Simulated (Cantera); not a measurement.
Cantera run:

```python
import numpy as np
import cantera as ct

gas_names = [...]  # 113 gases of nasa_gas.yaml made of C, H, O, Ti
cond_names = """
    C(gr) C6H6(L) C7H8(L) C8H18(L),n-octa H2O(s) H2O(L) Ti(a) Ti(b) Ti(L) TiC(s) TiC(L) TiO(a) TiO(b)
    TiO(L) TiO2(ru) TiO2(L) Ti2O3(a) Ti2O3(b) Ti2O3(L) Ti3O5(a) Ti3O5(b) Ti3O5(L) Ti4O7(s) Ti4O7(L)
""".split()


# ... load() reads the species with a 1 bar reference pressure and builds the phases ...
atoms = {
    'Ti(OiPr)4': {'Ti': 1, 'C': 12, 'H': 28, 'O': 4},
    'C3H8': {'C': 3, 'H': 8},
}
top_T = {'C(gr)': 4500}  # K; cautious upper limits of use, not melting points


# ... equilibrate(T, P, feed) seeds the gas with the atoms and calls Mixture.equilibrate('TP', solver="vcs", rtol=1e-11, max_steps=5000) ...
results = []
feed = {'Ti(OiPr)4': 1, 'C3H8': 0.53}  # mol
P = 39  # Pa
for T in [1400, 1475, 1550, 1625, 1700, 1775, 1850, 1925, 2000, 2075, 2150]:
    mix = equilibrate(T, P, feed)
    results.append((T, P, feed, dict(zip(mix.species_names, mix.species_moles))))

top = {s: max(r[3][s] / sum(r[3][g] for g in gas_names) for r in results) for s in gas_names}
cols = sorted((s for s in top if top[s] > 0.001), key=lambda s: -top[s])[:7]
seen = [c for c in cond_names if any(r[3].get(c, 0) > 1e-12 for r in results)]
print("log10 of partial pressures in bar; condensed amounts in mol")
print(f"{'T/K':>10s}" + "".join(f"{s[:9]:>10s}" for s in cols + seen))
for T, P, feed, n in results:
    ng = sum(n[g] for g in gas_names)
    print(f"{T:10.4g}" + "".join(f"{np.log10(max(n[s] / ng * P / 1e5, 1e-99)):10.3f}" for s in cols)
          + "".join(f"{n.get(c, 0):10.4g}" for c in seen))
```

Output:

```
log10 of partial pressures in bar; condensed amounts in mol
       T/K        H2        CO         H C2H2,acet     C(gr)    TiC(s)
      1400    -3.505    -4.111    -7.066    -9.104      8.59         1
      1475    -3.505    -4.111    -6.640    -8.681      8.59         1
      1550    -3.506    -4.111    -6.255    -8.301     8.589         1
      1625    -3.507    -4.111    -5.905    -7.956     8.589         1
      1700    -3.508    -4.112    -5.586    -7.643     8.588         1
      1775    -3.512    -4.113    -5.294    -7.358     8.585         1
      1850    -3.517    -4.116    -5.027    -7.100     8.582         1
      1925    -3.527    -4.120    -4.783    -6.866     8.576         1
      2000    -3.541    -4.126    -4.560    -6.656     8.566         1
      2075    -3.565    -4.136    -4.357    -6.471     8.553    0.9998
      2150    -3.599    -4.149    -4.175    -6.312     8.535    0.9994
```

These are equilibrium values from Cantera (NASA tables, ideal gas, pure condensed phases), not measurements of a reactor. The feed counts by its element totals alone. TiC: taken at fixed stoichiometry.
